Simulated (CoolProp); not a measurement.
Properties of 1,2-dichloroethane along the isotherm 328.7 K.

Model: reference Helmholtz-energy equation of state, Thol 2015, in CoolProp.

```json
[
 {"p (MPa)": "0.0826", "phase": "liquid", "density (kg/m³)": "1200", "cv (kJ/(kg K))": "0.9152", "Joule-Thomson coefficient (K/MPa)": "-0.3665"},
 {"p (MPa)": "0.17", "phase": "liquid", "density (kg/m³)": "1200", "cv (kJ/(kg K))": "0.9151", "Joule-Thomson coefficient (K/MPa)": "-0.3667"},
 {"p (MPa)": "0.348", "phase": "liquid", "density (kg/m³)": "1201", "cv (kJ/(kg K))": "0.9151", "Joule-Thomson coefficient (K/MPa)": "-0.3670"},
 {"p (MPa)": "0.716", "phase": "liquid", "density (kg/m³)": "1201", "cv (kJ/(kg K))": "0.9151", "Joule-Thomson coefficient (K/MPa)": "-0.3677"},
 {"p (MPa)": "1.47", "phase": "liquid", "density (kg/m³)": "1202", "cv (kJ/(kg K))": "0.9149", "Joule-Thomson coefficient (K/MPa)": "-0.3692"},
 {"p (MPa)": "3.02", "phase": "liquid", "density (kg/m³)": "1204", "cv (kJ/(kg K))": "0.9147", "Joule-Thomson coefficient (K/MPa)": "-0.3720"},
 {"p (MPa)": "6.2", "phase": "liquid", "density (kg/m³)": "1208", "cv (kJ/(kg K))": "0.9143", "Joule-Thomson coefficient (K/MPa)": "-0.3775"},
 {"p (MPa)": "12.7", "phase": "liquid", "density (kg/m³)": "1215", "cv (kJ/(kg K))": "0.9137", "Joule-Thomson coefficient (K/MPa)": "-0.3875"},
 {"p (MPa)": "26.1", "phase": "liquid", "density (kg/m³)": "1229", "cv (kJ/(kg K))": "0.9134", "Joule-Thomson coefficient (K/MPa)": "-0.4041"}
]
```
